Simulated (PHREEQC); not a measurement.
## Nickel, zinc or cadmium bath: speciation

A solution holds 0.68 mol/kgw ZnCl2, 0.0018 mol/kgw NaCl and 0.0069 mol/kgw HCl, at 25 °C. Closed to the air; pH follows from the charge balance.

Computed with PHREEQC (ion-association model, phreeqc.dat).

Each row changes one thing in this solution. This is a speciation only: nothing precipitates in the calculation.

```json
[
 {"case": "as made", "pH": "2.30", "ionic strength (mol/kgw)": "1.44", "ZnOHCl (mol/kgw)": "1.44e-7", "ZnOH+ (mol/kgw)": "1.50e-8", "SI of Halite (NaCl)": "-4.73", "SI of Zn(OH)2(e) (Zn(OH)2)": "-8.14"},
 {"case": "temperature from 25 to 30 °C", "pH": "2.30", "ionic strength (mol/kgw)": "1.39", "ZnOHCl (mol/kgw)": "1.31e-7", "ZnOH+ (mol/kgw)": "2.08e-8", "SI of Halite (NaCl)": "…", "SI of Zn(OH)2(e) (Zn(OH)2)": "-8.16"},
 {"case": "NaCl from 0.0018 to 0.00036 mol/kgw", "pH": "2.30", "ionic strength (mol/kgw)": "1.44", "ZnOHCl (mol/kgw)": "1.44e-7", "ZnOH+ (mol/kgw)": "1.50e-8", "SI of Halite (NaCl)": "-5.43", "SI of Zn(OH)2(e) (Zn(OH)2)": "-8.14"},
 {"case": "HCl from 0.0069 to 0.069 mol/kgw", "pH": "1.30", "ionic strength (mol/kgw)": "1.48", "ZnOHCl (mol/kgw)": "1.43e-8", "ZnOH+ (mol/kgw)": "1.43e-9", "SI of Halite (NaCl)": "-4.71", "SI of Zn(OH)2(e) (Zn(OH)2)": "…"},
 {"case": "HCl from 0.0069 to 0.00759 mol/kgw", "pH": "2.25", "ionic strength (mol/kgw)": "1.44", "ZnOHCl (mol/kgw)": "1.31e-7", "ZnOH+ (mol/kgw)": "1.36e-8", "SI of Halite (NaCl)": "-4.73", "SI of Zn(OH)2(e) (Zn(OH)2)": "…"},
 {"case": "HCl replaced by BaCl2 at the same molality", "pH": "4.62", "ionic strength (mol/kgw)": "1.45", "ZnOHCl (mol/kgw)": "2.99e-5", "ZnOH+ (mol/kgw)": "3.10e-6", "SI of Halite (NaCl)": "-4.72", "SI of Zn(OH)2(e) (Zn(OH)2)": "-3.50"},
 {"case": "HCl left out", "pH": "4.62", "ionic strength (mol/kgw)": "1.44", "ZnOHCl (mol/kgw)": "3.00e-5", "ZnOH+ (mol/kgw)": "3.14e-6", "SI of Halite (NaCl)": "-4.73", "SI of Zn(OH)2(e) (Zn(OH)2)": "-3.50"},
 {"case": "HCl replaced by MgCl2 at the same molality", "pH": "4.62", "ionic strength (mol/kgw)": "1.45", "ZnOHCl (mol/kgw)": "2.99e-5", "ZnOH+ (mol/kgw)": "3.10e-6", "SI of Halite (NaCl)": "-4.72", "SI of Zn(OH)2(e) (Zn(OH)2)": "-3.50"}
]
```

**Question.** What belongs in the gaps?

**Answer.** 
- temperature from 25 to 30 °C, SI of Halite (NaCl): -4.76
- HCl from 0.0069 to 0.069 mol/kgw, SI of Zn(OH)2(e) (Zn(OH)2): -10.15
- HCl from 0.0069 to 0.00759 mol/kgw, SI of Zn(OH)2(e) (Zn(OH)2): -8.22

The ionic strength passes 0.7 mol/kgw, the rough limit of the ion-association models, in every such run. Complexes and solids missing from the database can't appear.
